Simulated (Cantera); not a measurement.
## Thermodynamics of carbothermic reduction, feed CuO + C + N₂

A closed system holds: 1 mol CuO, 5.7 mol C, 19 mol N₂, held at 2.40 mbar.

These are equilibrium values from Cantera (NASA tables, ideal gas, pure condensed phases), not measurements of a reactor. Candidate condensed phases: C, Cu, CuO, Cu₂O; 27 gas species. Equilibrium is a limit: real reactors are often held back by kinetics, nucleation or transport.

```tsv
T (°C)	x N₂	x CO	x Cu	x Cu₂	n C(graphite)	n Cu(l)
1202	0.948	0.0499	0.00223	7.42e-7	4.70	0.955
1277	0.943	0.0496	0.00773	4.14e-6	4.70	0.844
1352	0.927	0.0488	0.0238	1.96e-5	4.70	0.511
1427	0.905	0.0476	0.0475	4.13e-5	4.70	0
1502	0.905	0.0476	0.0476	2.31e-5	4.70	0
1577	0.905	0.0476	0.0476	1.35e-5	4.70	0
1652	0.905	0.0476	0.0476	8.25e-6	4.70	0
1727	0.905	0.0476	0.0476	5.22e-6	4.70	0
1802	0.905	0.0476	0.0476	3.41e-6	4.70	0
```
x: gas mole fraction; n: condensed amount in mol.

From 1202 °C to 1352 °C the condensed part is C(graphite) + Cu(l). From 1427 °C to 1802 °C the condensed part is C(graphite). The main Cu-bearing gas is Cu throughout.
